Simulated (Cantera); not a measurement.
An adiabatic, constant-volume homogeneous reactor starts with CH4 : CO : O2 : N2 = 1 : 0.25 : 3.08 : 11.6 (molar parts), equivalence ratio 0.69, at 1498 K and 0.987 atm.

Computed with Cantera and GRI-Mech 3.0 (53 species, 325 reactions).

One state of this run: T (K) = 2773; P (bar) = 1.89; x CH4 = <1e-12; x CO = 0.0219; x O2 = 0.0627; x CH2CO = <1e-12; x C2H6 = <1e-12; x NO = 0.00308; x N2O = 1.08e-6. x: mole fraction; the columns are a selection and need not sum to one.

Problem. Which value of t (s) does it belong to?
(A) 0.00126
(B) 4.67e-5
(C) 0.000552
(D) 2.05e-5

Solution. A, 0.00126
